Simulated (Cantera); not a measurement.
Charge: 1 mol Nb2O5, 260 mol H2, held at 902 °C and 825 Torr.

Equilibrium computed with Cantera from the NASA thermochemical tables; the gas is ideal and each condensed phase is pure. Candidate condensed phases: H2O, Nb, NbO, NbO2, Nb2O5; 12 gas species. Condensed phases not in the tables: the oxides between NbO2 and Nb2O5. Equilibrium is a limit: real reactors are often held back by kinetics, nucleation or transport.

Base state: H2 0.996, H2O 0.00385 (mole fractions); condensed: NbO2(s).

### Question
What changes in the equilibrium state with this change: temperature from 902 °C to 1777 °C?

### Answer
| species | before | after |
|---|---|---|
| H2 | 0.996 | 0.986 |
| H2O | 0.00385 | 0.0115 |
| H | 1.17e-7 | 0.00215 |
| NbO2(s), mol | 2.00 | 0 |
| NbO(s), mol | 0 | 2.00 |
NbO: taken at fixed stoichiometry.
